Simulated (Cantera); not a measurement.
**NO annealing gas**

An isothermal, constant-pressure homogeneous reactor starts with 12.7 % NO, 87.3 % N₂, at 2050 K and 29000 Pa.

Computed with Cantera and GRI-Mech 3.0 (53 species, 325 reactions).

```
t (s)       x NO    x N₂O       x O      x O₂     x NO₂   x N₂
--------  ------  -------  --------  --------  --------  -----
3.00e-6    0.127  2.30e-8   2.31e-8  2.44e-12  2.87e-11  0.873
1.60e-5    0.127  1.22e-7   1.24e-7  6.99e-11  7.98e-10  0.873
8.57e-5    0.127  6.32e-7   6.66e-7   2.01e-9   1.99e-8  0.873
0.000458   0.127  2.84e-6   3.87e-6   6.16e-8   3.33e-7  0.873
0.00245    0.127  7.10e-6   2.65e-5   2.58e-6   3.12e-6  0.873
0.0131     0.126  7.61e-6   9.07e-5   9.84e-5   1.07e-5  0.874
0.0700     0.125  7.37e-6  0.000109  0.000915   1.28e-5  0.874
0.374      0.115  6.18e-6  0.000165   0.00572   1.86e-5  0.879
2.00      0.0642  1.93e-6  0.000328    0.0310   2.13e-5  0.904
```
x: mole fraction; the columns are a selection and need not sum to one.

Equilibrium at this temperature and pressure: NO 0.00514, N₂O 1.69e-7, O 0.000447, O₂ 0.0605, NO₂ 2.36e-6, N₂ 0.934 (gas phase only).
